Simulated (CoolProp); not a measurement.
Vapour-liquid equilibrium of R125 (1) + R152A (2) at 0.366 MPa; x and y are mole fractions of (1).

Computed with CoolProp (multi-fluid Helmholtz-energy mixture model, Lemmon 2005 and Outcalt 1996; pair parameters Bell 2016).

### Question
Give the bubble temperature and the first vapour's composition at x = 0.05, 0.125, 0.95. Is there an azeotrope?

### Answer
x = 0.05: 280.5 K, y = 0.109; x = 0.125: 277.6 K, y = 0.246; x = 0.95: 256.4 K, y = 0.981. No azeotrope shows between x = 0.05 and 0.95.

Pair parameters are fitted to limited data, so mixtures are less certain than the pure fluids.
